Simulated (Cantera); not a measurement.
A perfectly stirred reactor is fed with CO : O₂ : H₂O : N₂ = 0.0032 : 0.0075 : 0.0005 : 0.31 (molar parts), equivalence ratio 0.21, at 51000 Pa; it is held at 1300 K, and followed from long to short residence time.

Model: GRI-Mech 3.0 (53 species, 325 reactions), integrated in Cantera.

### Question
Predict: x(CO) at τ = 0.460 s; x(O₂) at τ = 0.460 s; x(H₂O) at τ = 0.460 s; x(H₂O₂) at τ = 0.460 s; x(NO₂) at τ = 0.460 s; x(CO) at τ = 45.0 ms; x(O₂) at τ = 45.0 ms; x(H₂O) at τ = 45.0 ms; x(H₂O₂) at τ = 45.0 ms.

### Answer
```json
{
 "x(CO) at τ = 0.460 s": "0.000415",
 "x(O₂) at τ = 0.460 s": "0.0186",
 "x(H₂O) at τ = 0.460 s": "0.00154",
 "x(H₂O₂) at τ = 0.460 s": "1.14e-8",
 "x(NO₂) at τ = 0.460 s": "3.57e-9",
 "x(CO) at τ = 45.0 ms": "0.00181",
 "x(O₂) at τ = 45.0 ms": "0.0192",
 "x(H₂O) at τ = 45.0 ms": "0.00148",
 "x(H₂O₂) at τ = 45.0 ms": "2.70e-8"
}
```
